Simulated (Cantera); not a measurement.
# Low-pressure radical oxidation in H2/O2

An isothermal, constant-pressure homogeneous reactor starts with H₂ : O₂ = 0.054 : 1 (molar parts), equivalence ratio 0.027, at 1425 K and 20.0 Torr.

Cantera simulation using GRI-Mech 3.0 (53 species, 325 reactions); the numbers are that mechanism's predictions, not measurements. Radical loss at walls, strong at low pressure, is not modelled. The temperature is held fixed by assumption; the heat of reaction is taken as removed at once.

```
t (s)         x H₂   x O₂       x H      x OH    x H₂O
--------  --------  -----  --------  --------  -------
0.000400    0.0468  0.945  0.000874   0.00180  0.00311
0.000868   0.00107  0.906   0.00596   0.00673   0.0438
0.00188   0.000846  0.907   0.00533   0.00624   0.0447
0.00408   0.000774  0.911   0.00461   0.00598   0.0454
0.00885   0.000641  0.918   0.00340   0.00546   0.0466
0.0192    0.000439  0.927   0.00187   0.00455   0.0483
0.0417    0.000223  0.937  0.000656   0.00326   0.0501
0.0904     8.11e-5  0.943  0.000141   0.00197   0.0513
0.196      2.35e-5  0.946   2.18e-5   0.00106   0.0520
0.425      6.42e-6  0.947   3.10e-6  0.000557   0.0523
0.922      1.86e-6  0.947   4.86e-7  0.000300   0.0524
2.00       6.25e-7  0.947   9.44e-8  0.000174   0.0525
```
x: mole fraction; the columns are a selection and need not sum to one.

Equilibrium at this temperature and pressure: H₂ 2.19e-7, O₂ 0.947, H 1.97e-8, OH 0.000103, H₂O 0.0525 (gas phase only).
